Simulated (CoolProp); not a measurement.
Vapour-liquid equilibrium of ethanol (1) + hexamethyldisiloxane (MM) (2) at 449 K; x and y are mole fractions of (1).

Computed with CoolProp (multi-fluid Helmholtz-energy mixture model, Schroeder 2014 and Thol 2016; pair parameters Bell 2016).

```
x     bubble pressure, mixture model (MPa)  bubble pressure, Raoult's law (MPa)  y, mixture model  y, Raoult's law
----  ------------------------------------  -----------------------------------  ----------------  ---------------
0.05                                0.7318                               0.6543             0.183            0.138
0.15                                0.9545                               0.7759             0.386            0.350
0.25                                 1.125                               0.8976             0.499            0.504
0.35                                 1.261                                1.019             0.579            0.621
0.45                                 1.374                                1.141             0.644            0.714
0.55                                 1.473                                1.262             0.703            0.788
0.65                                 1.561                                1.384             0.762            0.850
0.75                                 1.640                                1.506             0.824            0.901
0.85                                 1.712                                1.627             0.890            0.945
0.95                                 1.778                                1.749             0.963            0.983
```

The largest gap from Raoult's law is +25.3 % in bubble pressure, at x = 0.25. No azeotrope shows between x = 0.05 and 0.95.

The pair parameters rest on a limited set of measurements; away from them the model extrapolates.
